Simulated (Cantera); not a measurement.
What does this Cantera script print?

```python
import numpy as np
import cantera as ct

gas_names = [...]  # 123 gases of nasa_gas.yaml made of C, H, O, Si
cond_names = """
    C(gr) C6H6(L) C7H8(L) C8H18(L),n-octa H2O(s) H2O(L) Si(cr) Si(L) SiC(b) SiO2(Lqz) SiO2(hqz) SiO2(L)
""".split()


# ... load() reads the species with a 1 bar reference pressure and builds the phases ...
atoms = {
    'SiC': {'Si': 1, 'C': 1},
    'CO2': {'C': 1, 'O': 2},
    'H2': {'H': 2},
}
top_T = {'C(gr)': 4500, 'SiC(b)': 3050}  # K; cautious upper limits of use, not melting points


# ... equilibrate(T, P, feed) seeds the gas with the atoms and calls Mixture.equilibrate('TP', solver="vcs", rtol=1e-11, max_steps=5000) ...
results = []
feed = {'SiC': 1, 'CO2': 4.5, 'H2': 1.2}  # mol
T = 950  # K
for P in [0.1, 2.5, 63, 1600, 40000, 1000000]:
    mix = equilibrate(T, P, feed)
    results.append((T, P, feed, dict(zip(mix.species_names, mix.species_moles))))

top = {s: max(r[3][s] / sum(r[3][g] for g in gas_names) for r in results) for s in gas_names}
cols = sorted((s for s in top if top[s] > 0.001), key=lambda s: -top[s])[:6]
seen = [c for c in cond_names if any(r[3].get(c, 0) > 1e-12 for r in results)]
print("log10 of partial pressures in bar; condensed amounts in mol")
print(f"{'P/Pa':>10s}" + "".join(f"{s[:9]:>10s}" for s in cols + seen))
for T, P, feed, n in results:
    ng = sum(n[g] for g in gas_names)
    print(f"{P:10.4g}" + "".join(f"{np.log10(max(n[s] / ng * P / 1e5, 1e-99)):10.3f}" for s in cols)
          + "".join(f"{n.get(c, 0):10.4g}" for c in seen))
```

Output:

```
log10 of partial pressures in bar; condensed amounts in mol
      P/Pa        CO       CO2        H2       H2O       CH4     C(gr) SiO2(hqz)
       0.1    -6.205    -6.705    -6.817    -7.571   -19.891         0         1
       2.5    -4.807    -5.308    -5.419    -6.173   -15.698         0         1
        63    -3.406    -3.906    -4.018    -4.772   -11.493         0         1
      1600    -2.001    -2.501    -2.613    -3.367    -7.279         0         1
     4e+04    -0.630    -1.036    -1.224    -1.883    -3.223    0.1949         1
     1e+06     0.267     0.758    -0.075     0.163    -0.926      1.85         1
```

Cantera equilibrium calculation (NASA polynomials, part measured and part estimated; ideal gas, pure solids and liquids).
